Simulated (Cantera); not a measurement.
An isothermal plug-flow reactor at 1323 K and 0.790 atm (inlet), inlet velocity 0.71 m/s, active area per volume 140 1/m; feed 0.725 % CH4, 7.93 % O2, 89.5 % N2, 1.81 % H2O.

Cantera simulation using Deutschmann's 1995 Pt surface mechanism with GRI-Mech 3.0 gas chemistry; the numbers are that mechanism's predictions, not measurements. Catalytic surfaces can have several steady states; this one follows from the mechanism file's or the stated starting coverage. Mass transfer to the wall is taken as infinitely fast.

One state of this run: x CH4 = 0.000276; x O2 = 0.0659; x H2O = 0.0317; x CO2 = 0.00662; x CO = 5.44e-6; θ free Pt = 0.595; θ O* = 0.403; θ OH* = 0.00147. x: gas mole fraction; θ: surface coverage.

Q: Which value of z (m) does it belong to?
(A) 0.0094
(B) 0.018
(C) 0.0013
(D) 0.0025

A: A, 0.0094
